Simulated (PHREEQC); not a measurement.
A solution holds 0.096 mol/kgw NH3 and 0.00025 mol/kgw H3BO3, at 25 °C. Closed to the air; pH follows from the charge balance.

All values are PHREEQC results (ion-association model, phreeqc.dat), not measurements.

Each row changes one thing in this solution. This is a speciation only: nothing precipitates in the calculation.

| case | pH | ionic strength (mol/kgw) | H3BO3 (mol/kgw) |
|---|---|---|---|
| as made | 11.07 | 0.00148 | 3.50e-6 |
| H3BO3 from 0.00025 to 0.00125 mol/kgw | 10.92 | 0.00210 | 2.45e-5 |
| NH3 from 0.096 to 0.106 mol/kgw | 11.09 | 0.00155 | 3.32e-6 |
| temperature from 25 to 80 °C | 9.66 | [?] | 3.34e-5 |
| NH3 replaced by (NH4)2HPO4 at the same molality | 7.96 | 0.276 | [?] |
| NH3 left out | 6.41 | [?] | 0.000250 |

What belongs in the gaps?


- temperature from 25 to 80 °C, ionic strength (mol/kgw): 0.00146
- NH3 replaced by (NH4)2HPO4 at the same molality, H3BO3 (mol/kgw): 0.000233
- NH3 left out, ionic strength (mol/kgw): 3.92e-7

At this temperature some constants are extrapolated from 25 °C, and those without enthalpy data are left unchanged.
